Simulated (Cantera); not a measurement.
Charge: 1 mol HI, 3.7 mol H2O, 4.8 mol O2, at 75.0 Torr.

Equilibrium computed with Cantera from the NASA thermochemical tables; the gas is ideal and each condensed phase is pure. Candidate condensed phases: H2O, I2; 12 gas species. The numbers say what is thermodynamically allowed, not how fast it happens. All values below are at 2700 K.

Base state: O2 0.384, H2O 0.308, OH 0.0936, I 0.0926, O 0.0708, H 0.0272, H2 0.0229, HI 0.000695 (mole fractions); condensed: gas only.

### Question
What changes in the equilibrium state with this change: HI replaced by NF3?

### Answer
```
species    before    after
-------  --------  -------
O2          0.384    0.410
HF              0    0.246
H2O         0.308    0.133
I          0.0926        0
N2              0   0.0365
H2         0.0229  0.00957
H          0.0272   0.0176
OH         0.0936   0.0625
O          0.0708   0.0732
NO              0  0.00958
F               0  0.00153
HI       0.000695        0
HO2       3.60e-5  2.49e-5
```

### Question
What changes in the equilibrium state with this change: O2 from 4.8 to 1.4 mol?

### Answer
```tsv
species	before	after
H2O	0.308	0.470
O2	0.384	0.155
I	0.0926	0.139
H2	0.0229	0.0550
O	0.0708	0.0450
H	0.0272	0.0421
OH	0.0936	0.0921
HI	0.000695	0.00162
HO2	3.60e-5	2.25e-5
```
